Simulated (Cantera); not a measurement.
Feed: 1 mol Si, 0.1 mol O2, 34 mol H2, held at 1.33 mbar.

These are equilibrium values from Cantera (NASA tables, ideal gas, pure condensed phases), not measurements of a reactor. Candidate condensed phases: H2O, Si, SiO2; 18 gas species. Mutual solubility and eutectic melting of coexisting phases are not modelled. The tables hold silica as quartz up to 1696 K and as liquid above; real silica turns to tridymite and cristobalite and melts near 1996 K. Gases not in the tables: Si2H6 and higher silanes. Equilibrium is a limit: real reactors are often held back by kinetics, nucleation or transport.

x: gas mole fraction; n: condensed amount in mol.

| T (K) | x H2 | x H | x Si | x SiO | x SiH | x Si2 | n Si(s) | n SiO2(β-quartz) | n Si(l) |
|---|---|---|---|---|---|---|---|---|---|
| 1275 | 0.997 | 2.02e-5 | 1.45e-8 | 0.00306 | 5.03e-9 | … | 0.848 | 0.0478 | 0 |
| 1375 | 0.994 | 9.36e-5 | 3.08e-7 | 0.00585 | 6.31e-8 | … | 0.800 | 0 | 0 |
| 1475 | 0.994 | 0.000354 | 4.31e-6 | 0.00585 | 5.60e-7 | … | 0.800 | 0 | 0 |
| 1575 | 0.993 | 0.00113 | 4.31e-5 | 0.00584 | 3.74e-6 | … | 0.798 | 0 | 0 |
| 1675 | 0.991 | 0.00316 | 0.000326 | 0.00584 | 1.99e-5 | … | 0.788 | 0 | 0 |
| 1775 | 0.985 | 0.00787 | 0.00165 | 0.00582 | 7.32e-5 | … | 0 | 0 | 0.739 |
| 1875 | 0.969 | 0.0177 | 0.00679 | 0.00576 | 0.000226 | … | 0 | 0 | 0.550 |
| 1975 | 0.936 | 0.0363 | 0.0214 | 0.00561 | 0.000543 | … | 0 | 0 | 0 |
| 2075 | 0.903 | 0.0693 | 0.0214 | 0.00552 | 0.000426 | … | 0 | 0 | 0 |
| 2175 | 0.850 | 0.123 | 0.0210 | 0.00536 | 0.000329 | … | 0 | 0 | 0 |

Question: Some entries are withheld; supply them.

Answer: 
- 1275, x Si2: 2.77e-12
- 1375, x Si2: 1.48e-10
- 1475, x Si2: 4.60e-9
- 1575, x Si2: 9.16e-8
- 1675, x Si2: 1.27e-6
- 1775, x Si2: 9.21e-6
- 1875, x Si2: 5.10e-5
- 1975, x Si2: 0.000184
- 2075, x Si2: 7.42e-5
- 2175, x Si2: 3.12e-5
